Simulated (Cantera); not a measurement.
A perfectly stirred reactor is fed with C₂H₆ : N₂ = 1 : 1.1 (molar parts), at 0.365 atm; it is held at 1400 K, and followed from long to short residence time.

Computed with Cantera and GRI-Mech 3.0 (53 species, 325 reactions). GRI-Mech 3.0 stops at C3 and has no aromatics, soot or wall deposition, so with more carbon than oxygen in the feed, carbon stays in small species such as C2H2 where larger ones or solid carbon would form.

```
quantity                 before    after
----------------------  -------  -------
x(C₂H₆) at τ = 0.520 s  0.00124  0.00225
x(CH₂) at τ = 0.520 s   3.47e-9  1.64e-9
x(H₂) at τ = 0.520 s      0.383    0.369
x(C₂H₂) at τ = 0.520 s    0.195    0.177
x(C₂H₄) at τ = 0.520 s   0.0343   0.0576
x(C₂H₆) at τ = 68.0 ms  0.00548  0.00998
x(CH₂) at τ = 68.0 ms   1.26e-8  5.83e-9
x(H₂) at τ = 68.0 ms      0.358    0.336
x(C₂H₂) at τ = 68.0 ms    0.170    0.140
x(C₂H₄) at τ = 68.0 ms   0.0624    0.101
```

**Question.** What was changed between the two runs?
A) N2 1.1 to 2.6 parts
B) temperature 1400 to 1075 K
C) temperature 1400 to 1350 K
D) temperature 1400 to 1873 K

**Answer.** C, temperature 1400 to 1350 K
